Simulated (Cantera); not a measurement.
Mixture: 5.56 % C3H8, 13.9 % O2, 80.6 % N2, at 1.10 bar, adiabatic and at constant pressure. Ignition delay is the time to a rise of 400 K.

Cantera simulation using GRI-Mech 3.0 (53 species, 325 reactions); the numbers are that mechanism's predictions, not measurements. GRI-Mech 3.0 was tuned for natural gas; its chemistry of propane as a main component is partial and can be far from experiment.

Q: Predict: delay at 1050 K; delay at 1100 K; delay at 1150 K; delay at 1200 K; delay at 1250 K; delay at 1300 K; delay at 1350 K; apparent activation energy between 1250 and 1350 K.

A: 
| Quantity | Result |
|---|---|
| delay at 1050 K | 0.232 s |
| delay at 1100 K | 71.5 ms |
| delay at 1150 K | 23.1 ms |
| delay at 1200 K | 8.11 ms |
| delay at 1250 K | 3.12 ms |
| delay at 1300 K | 1.33 ms |
| delay at 1350 K | 0.624 ms |
| apparent activation energy between 1250 and 1350 K | 230 kJ/mol |
